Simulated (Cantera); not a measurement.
## Thermodynamics of silicon carbide growth, feed (CH3)2SiCl2 + C2H4 + H2

Charge: 1 mol (CH3)2SiCl2, 0.041 mol C2H4, 1.9 mol H2, equilibrated at 0.250 bar.

These are equilibrium values from Cantera (NASA tables, ideal gas, pure condensed phases), not measurements of a reactor. Candidate condensed phases: C, C6H6, C7H8, C8H18, Si, SiC; 109 gas species. The feed counts by its element totals alone. The tables' values for SiCl3 are old estimates; treat these amounts as uncertain. Rates play no part.

From 923 K to 1323 K the condensed part is C(graphite) + SiC(s). The main Si-bearing gas is SiCl4 throughout. The share of Si in condensed phases is highest at 1323 K (90.2 %) and lowest at 923 K (57.6 %).

```tsv
T (K)	x H2	x HCl	x SiCl4	x CH4	n C(graphite)	n SiC(s)
923	0.821	0.0608	0.0755	0.0392	1.30	0.576
973	0.823	0.0841	0.0675	0.0218	1.35	0.610
1023	0.814	0.111	0.0592	0.0124	1.36	0.649
1073	0.798	0.141	0.0507	0.00731	1.35	0.692
1123	0.778	0.172	0.0420	0.00444	1.32	0.739
1173	0.757	0.203	0.0334	0.00279	1.28	0.785
1223	0.737	0.232	0.0254	0.00181	1.24	0.830
1273	0.719	0.257	0.0183	0.00121	1.21	0.870
1323	0.704	0.278	0.0125	0.000843	1.18	0.902
```
x: gas mole fraction; n: condensed amount in mol.
